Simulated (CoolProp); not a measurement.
Vapour-liquid equilibrium of toluene (1) + o-xylene (2) at 268 kPa; x and y are mole fractions of (1).

Values from CoolProp's multi-fluid Helmholtz-energy mixture model, Lemmon 2006 and Zhou 2012; pair parameters Bell 2016.

```tsv
x	bubble temperature (°C)	y at the bubble point	dew temperature at overall composition x (°C)	liquid density (mol/L)
0.05	182.9	0.093	184.1	6.913
0.125	179.4	0.221	182.1	6.999
0.2	176.0	0.336	180.0	7.085
0.275	172.7	0.438	177.8	7.171
0.35	169.6	0.529	175.6	7.257
0.425	166.7	0.609	173.2	7.343
0.5	163.9	0.680	170.6	7.429
0.575	161.2	0.743	167.9	7.515
0.65	158.8	0.800	165.1	7.601
0.725	156.4	0.850	162.0	7.688
0.8	154.2	0.896	158.7	7.775
0.875	152.1	0.937	155.2	7.863
0.95	150.1	0.976	151.5	7.953
```

No azeotrope shows between x = 0.05 and 0.95.

Pair parameters are fitted to limited data, so mixtures are less certain than the pure fluids.
